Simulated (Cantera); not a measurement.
An adiabatic, constant-volume homogeneous reactor starts with H2 : O2 : N2 = 1 : 0.625 : 6.88 (molar parts), equivalence ratio 0.80, at 1200 K and 10.0 bar. Integrator tolerance rtol = 1e-08.

Computed with Cantera and the H2/O2 subset of GRI-Mech 3.0, which has no nitrogen chemistry. The hydrogen kinetics of GRI-Mech 3.0 are dated; newer H2 mechanisms differ, most at raised pressure.

**Question.** What does this change do: H2 1 to 2.8 parts?

**Answer.** 
```csv
quantity,before,after
time of steepest temperature rise,99.0 µs,76.7 µs
temperature at 3.00 s,2247 K,2297 K
equilibrium temperature,2247 K,2297 K
x(H2) at 3.00 s,0.000364 (gas-phase equilibrium 0.000364),0.160 (gas-phase equilibrium 0.160)
x(O2) at 3.00 s,0.0153 (gas-phase equilibrium 0.0153),1.53e-7 (gas-phase equilibrium 1.53e-7)
x(H) at 3.00 s,3.34e-5 (gas-phase equilibrium 3.34e-5),0.000905 (gas-phase equilibrium 0.000905)
x(HO2) at 3.00 s,2.20e-6 (gas-phase equilibrium 2.20e-6),4.71e-10 (gas-phase equilibrium 4.71e-10)
x(O) at 3.00 s,0.000107 (gas-phase equilibrium 0.000107),4.54e-7 (gas-phase equilibrium 4.54e-7)
x(H2O) at 3.00 s,0.124 (gas-phase equilibrium 0.124),0.129 (gas-phase equilibrium 0.129)
```

**Question.** What does this change do: N2 6.88 to 2.7 parts?

**Answer.** 
```csv
quantity,before,after
time of steepest temperature rise,99.0 µs,65.3 µs
temperature at 3.00 s,2247 K,2957 K
equilibrium temperature,2247 K,2957 K
x(H2) at 3.00 s,0.000364 (gas-phase equilibrium 0.000364),0.0110 (gas-phase equilibrium 0.0110)
x(O2) at 3.00 s,0.0153 (gas-phase equilibrium 0.0153),0.0313 (gas-phase equilibrium 0.0313)
x(H) at 3.00 s,3.34e-5 (gas-phase equilibrium 3.34e-5),0.00310 (gas-phase equilibrium 0.00310)
x(HO2) at 3.00 s,2.20e-6 (gas-phase equilibrium 2.20e-6),3.11e-5 (gas-phase equilibrium 3.11e-5)
x(O) at 3.00 s,0.000107 (gas-phase equilibrium 0.000107),0.00369 (gas-phase equilibrium 0.00369)
x(H2O) at 3.00 s,0.124 (gas-phase equilibrium 0.124),0.234 (gas-phase equilibrium 0.234)
```
